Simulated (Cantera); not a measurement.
Predominance diagram of Li at 1050 K against the partial pressures of O2 and H2O (log10, bar). Cantera with NASA thermochemical tables; ideal gases at 1 bar, condensed phases pure. Candidates: Li(l), LiH(l), LiOH(l), Li2O(s). Only these pure phases compete in this equilibrium. Not in the tables: the peroxide.

```
log p(H2O) \ log p(O2)
        columns: -28, -26.5, -25.1, -23.6, -22.1, -20.6, -19.2, -17.7, -16.2, -14.7, -13.3, -11.8, -10.3, -8.8, -7.4, -5.9, -4.4, -2.9, -1.5, 0
      1  A A A A A A A B B B B B B B B B B B B B
   -0.2  A A A A A B B B B B B B B B B B B B B B
   -1.5  A A A C C C C C C C C C C C C C C C C C
   -2.8  A A C C C C C C C C C C C C C C C C C C
     -4  C C C C C C C C C C C C C C C C C C C C
   -5.2  C C C C C C C C C C C C C C C C C C C C
   -6.5  C C C C C C C C C C C C C C C C C C C C
   -7.8  C C C C C C C C C C C C C C C C C C C C
     -9  C C C C C C C C C C C C C C C C C C C C
  -10.2  C C C C C C C C C C C C C C C C C C C C
  -11.5  C C C C C C C C C C C C C C C C C C C C
  -12.8  C C C C C C C C C C C C C C C C C C C C
    -14  C C C C C C C C C C C C C C C C C C C C
```

A: out of reach (another gas would pass 10 bar, or a non-metal would condense); B: LiOH(l); C: Li2O(s).
